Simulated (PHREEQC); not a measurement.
Consider water at 25 °C with 51 mmol/kgw CuCl2, 0.89 mmol/kgw NaOH and 12 mmol/kgw Al2(SO4)3. Closed to the air; pH follows from the charge balance.

Model: ion-association model, phreeqc.dat, run in PHREEQC.

```json
[
 {"quantity": "pH", "before": "4.39", "after": "3.84"},
 {"quantity": "ionic strength (mol/kgw)", "before": "0.196", "after": "0.196"},
 {"quantity": "Cl- (mol/kgw)", "before": "0.0984", "after": "0.0984"},
 {"quantity": "Cu+2 (mol/kgw)", "before": "0.0393", "after": "0.0395"},
 {"quantity": "CuSO4 (mol/kgw)", "before": "0.00814", "after": "0.00801"},
 {"quantity": "Al+3 (mol/kgw)", "before": "0.00765", "after": "0.00797"},
 {"quantity": "SI of Al(OH)3(a) (Al(OH)3)", "before": "-0.62", "after": "-2.27"}
]
```

Question: Name the change that produced these shifts.
A) 0.0017 mol/kgw HNO3 added
B) NaOH left out
C) temperature from 25 to 75 °C
D) NaOH from 0.00089 to 0.000445 mol/kgw

Answer: B, NaOH left out

No solid was allowed to form. Some of these states are supersaturated (in Gibbsite (slow to form), for instance).
